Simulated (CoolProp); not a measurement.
The fluid at 298.15 K and 26.9 MPa flows at 4.3 m/s in a round tube of 4.6 mm bore and 1.5 µm roughness, fully developed (64/Re and Nu = 3.66 if laminar; Colebrook and Gnielinski if turbulent). The same conditions are run with several fluids, on thermodynamics alone (safety and materials aside).

Model: reference Helmholtz-energy equation of state of each fluid (carbon dioxide: Span 1996; ethane: Bücker 2006; R22: Kamei 1995; R125: Lemmon 2005; R152A: Outcalt 1996), in CoolProp.

**Question.** Rank carbon dioxide, ethane, R22, R125, R152A by Reynolds number, highest first.

**Answer.** carbon dioxide (176000), R22 (138000), ethane (115000), R125 (113000), R152A (83600)

```csv
fluid,Darcy friction factor,pressure drop (Pa/m),heat-transfer coefficient (W/(m² K)),mass flow (kg/h)
carbon dioxide,0.0181,34700,14000,245
ethane,0.0192,17000,9340,113
R22,0.0187,48700,10400,333
R125,0.0192,53000,8950,353
R152A,0.0201,39200,9750,249
```

Transport values come from each fluid's own correlations; those of R22, R152A are estimates that may be off by 10 % or more.
